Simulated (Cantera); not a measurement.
**Stirred combustor or abatement burner**

A perfectly stirred reactor is fed with H2 : O2 : N2 = 1 : 1.11 : 4.18 (molar parts), at 760 Torr; it is adiabatic with a 673 K inlet, and is followed from long to short residence time, starting on the burning branch (τ in s: 0.026, 0.014, 0.0078, 0.0043, 0.0024, 0.0013, 0.00071, 0.00039, 0.00021, 0.00012, 6.4e-05, 3.5e-05, 1.9e-05).

Model: the H2/O2 subset of GRI-Mech 3.0, which has no nitrogen chemistry, integrated in Cantera.

| τ (s) | T (K) | x H2 | x O2 | x OH | x H2O2 | x O |
|---|---|---|---|---|---|---|
| 0.026 | 1842 | 0.000376 | 0.105 | 0.00263 | 1.58e-7 | 0.000432 |
| 0.014 | 1836 | 0.000562 | 0.104 | 0.00318 | 2.01e-7 | 0.000646 |
| 0.0078 | 1829 | 0.000822 | 0.104 | 0.00380 | 2.52e-7 | 0.000947 |
| 0.0043 | 1819 | 0.00121 | 0.104 | 0.00453 | 3.19e-7 | 0.00139 |
| 0.0024 | 1805 | 0.00174 | 0.104 | 0.00532 | 4.03e-7 | 0.00201 |
| 0.0013 | 1784 | 0.00254 | 0.103 | 0.00621 | 5.20e-7 | 0.00291 |
| 0.00071 | 1756 | 0.00364 | 0.103 | 0.00707 | 6.79e-7 | 0.00412 |
| 0.00039 | 1719 | 0.00510 | 0.103 | 0.00781 | 9.09e-7 | 0.00564 |
| 0.00021 | 1667 | 0.00713 | 0.103 | 0.00830 | 1.29e-6 | 0.00748 |
| 0.00012 | 1609 | 0.00962 | 0.104 | 0.00841 | 1.84e-6 | 0.00919 |
| 6.4e-5 | 1527 | 0.0138 | 0.106 | 0.00805 | 2.93e-6 | 0.0107 |
| 3.5e-5 | 1431 | 0.0212 | 0.110 | 0.00717 | 4.80e-6 | 0.0109 |
| 1.9e-5 | 1285 | 0.0430 | 0.122 | 0.00513 | 8.06e-6 | 0.00797 |
x: mole fraction; the columns are a selection and need not sum to one.
